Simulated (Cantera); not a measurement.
An isothermal, constant-pressure homogeneous reactor starts with 6.33 % CH₄, 88.6 % N₂, 5.06 % H₂O, at 1748 K and 0.0133 bar.

Model: GRI-Mech 3.0 (53 species, 325 reactions), integrated in Cantera. Radical loss at walls, strong at low pressure, is not modelled.

x: mole fraction; the columns are a selection and need not sum to one.

| t (s) | x CH₄ | x C₂H₂ | x H | x C₂H | x C₂H₄ | x CH₂ | x H₂ |
|---|---|---|---|---|---|---|---|
| 0.000200 | 0.0633 | <1e-12 | 7.65e-7 | <1e-12 | 2.00e-10 | 1.26e-10 | 4.14e-6 |
| 0.000493 | 0.0633 | 1.36e-11 | 7.68e-7 | <1e-12 | 4.45e-9 | 6.70e-10 | 1.13e-5 |
| 0.00121 | 0.0632 | 6.28e-10 | 7.80e-7 | <1e-12 | 7.86e-8 | 3.43e-9 | 2.91e-5 |
| 0.00299 | 0.0631 | 2.55e-8 | 8.54e-7 | <1e-12 | 1.24e-6 | 1.85e-8 | 7.50e-5 |
| 0.00737 | 0.0629 | 9.87e-7 | 1.32e-6 | 2.32e-12 | 1.85e-5 | 1.02e-7 | 0.000219 |
| 0.0182 | 0.0618 | 3.78e-5 | 4.42e-6 | 2.22e-10 | 0.000249 | 5.32e-7 | 0.00105 |
| 0.0447 | (withheld) | (withheld) | (withheld) | (withheld) | (withheld) | (withheld) | (withheld) |
| 0.110 | 0.0321 | 0.0122 | 0.000100 | 1.97e-7 | 0.00172 | 2.35e-6 | 0.0415 |
| 0.271 | (withheld) | (withheld) | (withheld) | (withheld) | (withheld) | (withheld) | (withheld) |
| 0.669 | 0.00404 | 0.0261 | 0.000302 | 6.29e-7 | 3.37e-5 | 1.03e-6 | 0.0874 |
| 1.65 | 0.00193 | 0.0245 | 0.000407 | 7.05e-7 | 9.90e-6 | 7.53e-7 | 0.0982 |
| 4.06 | 0.00151 | 0.0198 | 0.000459 | 5.63e-7 | 5.80e-6 | 5.68e-7 | 0.112 |
| 10.0 | 0.00101 | 0.0139 | 0.000532 | 3.99e-7 | 2.76e-6 | 3.81e-7 | 0.129 |

### Question
What belongs in the gaps?

### Answer

- 0.0447, x CH₄: 0.0546
- 0.0447, x C₂H₂: 0.00127
- 0.0447, x H: 2.62e-5
- 0.0447, x C₂H: 1.69e-8
- 0.0447, x C₂H₄: 0.00204
- 0.0447, x CH₂: 1.94e-6
- 0.0447, x H₂: 0.00883
- 0.271, x CH₄: 0.0130
- 0.271, x C₂H₂: 0.0226
- 0.271, x H: 0.000187
- 0.271, x C₂H: 4.09e-7
- 0.271, x C₂H₄: 0.000258
- 0.271, x CH₂: 1.59e-6
- 0.271, x H₂: 0.0713
